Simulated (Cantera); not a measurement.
## Roasting and sulfation: MgCO₃ + H₂S + O₂

Input: 1 mol MgCO₃, 2 mol H₂S, 7.6 mol O₂, held at 46.0 mbar.

Equilibrium computed with Cantera from the NASA thermochemical tables; the gas is ideal and each condensed phase is pure. Candidate condensed phases: C, C₆H₆, C₇H₈, C₈H₁₈, H₂O, H₂SO₄, Mg, MgCO₃, MgO, Mg(OH)₂, MgS, MgSO₄, S; 130 gas species. The numbers say what is thermodynamically allowed, not how fast it happens.

```
T (°C)   x O₂  x H₂O    x SO₂  x CO₂    x SO₃   x H₂SO₄  n MgSO₄(s)  n MgO(s)
------  -----  -----  -------  -----  -------  --------  ----------  --------
402     0.475  0.262  0.00162  0.132    0.129   0.00140        1.00         0
452     0.475  0.262  0.00532  0.131    0.126  0.000430        1.00         0
502     0.477  0.261   0.0141  0.131    0.116  0.000146        1.00         0
552     0.482  0.259   0.0303  0.130   0.0992   5.18e-5        1.00         0
602     0.487  0.256   0.0522  0.128   0.0759   1.82e-5        1.00         0
652     0.493  0.253   0.0743  0.127   0.0524   6.31e-6        1.00         0
702     0.498  0.251   0.0917  0.126   0.0339   2.21e-6        1.00         0
752     0.501  0.250    0.103  0.125   0.0213   8.06e-7        1.00         0
802     0.503  0.249    0.111  0.124   0.0134   3.12e-7        1.00         0
852     0.504  0.248    0.115  0.124  0.00863   1.29e-7        1.00         0
902     0.477  0.209    0.200  0.105  0.00936   7.92e-8           0      1.00
952     0.478  0.209    0.203  0.104  0.00634   3.73e-8           0      1.00
```
x: gas mole fraction; n: condensed amount in mol.

From 402 °C to 852 °C the condensed part is MgSO₄(s). From 902 °C to 952 °C the condensed part is MgO(s).
